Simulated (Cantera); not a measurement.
Feed: 1 mol CuO, 7.9 mol H2, 2.3 mol H2O, equilibrated at 1625 °C and 0.00133 bar.

Method: chemical equilibrium by Gibbs-energy minimisation in Cantera with the NASA 1993 tables (ideal gas, pure condensed phases). Candidate condensed phases: Cu, CuO, Cu(OH)2, Cu2O, H2O; 12 gas species. Kinetics and transport are ignored.

Base state: H2 0.603, H2O 0.291, Cu 0.0885, H 0.0166, OH 0.000658, Cu2 1.88e-5, O 1.37e-5 (mole fractions); condensed: gas only.

What changes in the equilibrium state with this change: pressure from 0.00133 bar to 0.0133 bar?


| species | before | after |
|---|---|---|
| H2 | 0.603 | 0.612 |
| H2O | 0.291 | 0.294 |
| Cu | 0.0885 | 0.0887 |
| H | 0.0166 | 0.00530 |
| O | 1.37e-5 | 1.36e-6 |
| Cu2 | 1.88e-5 | 0.000189 |
| OH | 0.000658 | 0.000208 |

What changes in the equilibrium state with this change: temperature from 1625 °C to 1800 °C?


```json
[
 {"species": "H2", "before": "0.603", "after": "0.573"},
 {"species": "H2O", "before": "0.291", "after": "0.283"},
 {"species": "Cu", "before": "0.0885", "after": "0.0867"},
 {"species": "H", "before": "0.0166", "after": "0.0545"},
 {"species": "O", "before": "1.37e-5", "after": "0.000209"},
 {"species": "O2", "before": "2.88e-6", "after": "4.41e-5"},
 {"species": "OH", "before": "0.000658", "after": "0.00306"},
 {"species": "Cu2", "before": "1.88e-5", "after": "6.35e-6"}
]
```
